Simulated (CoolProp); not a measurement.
Vapour-liquid equilibrium of n-heptane (1) + toluene (2) at 31.15 °C; x and y are mole fractions of (1).

The numbers come from the multi-fluid Helmholtz-energy mixture model, Span 2003 and Lemmon 2006; pair parameters Bell 2016 in CoolProp.

```csv
x,"bubble pressure, mixture model (bar)","bubble pressure, Raoult's law (bar)","y, mixture model","y, Raoult's law"
0.05,0.05559,0.05332,0.113,0.077
0.2,0.06411,0.05788,0.338,0.284
0.35,0.06991,0.06243,0.485,0.461
0.5,0.07417,0.06698,0.605,0.613
0.65,0.07742,0.07153,0.716,0.747
0.8,0.07990,0.07608,0.831,0.864
0.95,0.08170,0.08064,0.956,0.968
```

The largest gap from Raoult's law is +12.0 % in bubble pressure, at x = 0.35. No azeotrope shows between x = 0.05 and 0.95.

Pair parameters are fitted to limited data, so mixtures are less certain than the pure fluids.
